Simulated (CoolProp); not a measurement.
The numbers come from the reference Helmholtz-energy equation of state, Span 2003 in CoolProp. It is a short technical equation, of lower accuracy than the large ones.

Task: For n-heptane, give the phase and the Z, cv (kJ/(kg K)), speed of sound (m/s), Joule-Thomson coefficient (K/MPa) at 370.4 K and 0.0567 MPa.

Result: 
- 370.4 K and 0.0567 MPa: gas; Z 0.971, cv 1.90, speed of sound 174, Joule-Thomson coefficient 30.7
